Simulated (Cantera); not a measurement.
A closed system holds: 1 mol SiCl4, 2.7 mol Cl2, 4.9 mol H2, held at 950 K and 21.0 bar.

Equilibrium computed with Cantera from the NASA thermochemical tables; the gas is ideal and each condensed phase is pure. Candidate condensed phases: Si; 19 gas species. Kinetics and transport are ignored.

Base state: HCl 0.628, H2 0.256, SiCl4 0.116, SiHCl3 0.000217 (mole fractions); condensed: gas only.

Q: What changes in the equilibrium state with this change: temperature from 950 K to 1648.15 K?

A: 
```tsv
species	before	after
HCl	0.628	0.641
H2	0.256	0.243
SiCl4	0.116	0.101
SiCl2	<1e-9	0.00117
Cl	<1e-9	1.98e-5
SiCl3	8.26e-7	0.00731
SiH2Cl2	4.10e-8	6.90e-5
SiHCl3	0.000217	0.00639
```
The tables' values for SiCl3 are old estimates; treat these amounts as uncertain.
